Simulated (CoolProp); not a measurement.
The numbers come from the reference Helmholtz-energy equation of state, Gao 2020 in CoolProp.

Q: Give the vapour pressure (bar), liquid density (kg/m³), enthalpy of vaporisation (kJ/kg), liquid cp (kJ/(kg K)) of saturated ammonia at 283.2, 300.7 K.

A: 
| T (K) | p (bar) | liquid density (kg/m³) | enthalpy of vaporisation (kJ/kg) | liquid cp (kJ/(kg K)) |
|---|---|---|---|---|
| 283.2 | 6.16 | 625 | 1230 | 4.67 |
| 300.7 | 10.8 | 599 | 1160 | 4.80 |
